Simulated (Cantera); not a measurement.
Feed: 1 mol CO₂, 5.5 mol H₂O, 7.6 mol O₂, equilibrated at 325 °C and 27.8 Torr.

Equilibrium computed with Cantera from the NASA thermochemical tables; the gas is ideal and each condensed phase is pure. Candidate condensed phases: C, C₆H₆, C₇H₈, C₈H₁₈, H₂O; 110 gas species. Kinetics and transport are ignored.

Base state: O₂ 0.539, H₂O 0.390, CO₂ 0.0709 (mole fractions); condensed: gas only.

Problem. What changes in the equilibrium state with this change: CO₂ replaced by HI?

Solution. 
```json
[
 {"species": "O₂", "before": "0.539", "after": "0.531"},
 {"species": "H₂O", "before": "0.390", "after": "0.433"},
 {"species": "I₂", "before": "0", "after": "0.0360"},
 {"species": "CO₂", "before": "0.0709", "after": "0"},
 {"species": "I", "before": "0", "after": "0.000113"}
]
```
Further candidate phases: I₂.

Problem. What changes in the equilibrium state with this change: CO₂ replaced by CS₂?

Solution. 
```
species  before     after
-------  ------  --------
H₂O       0.390     0.444
O₂        0.539     0.303
SO₃           0     0.149
H₂SO₄         0    0.0194
CO₂      0.0709    0.0842
SO₂           0  0.000272
```
Further candidate phases: H₂SO₄, S.
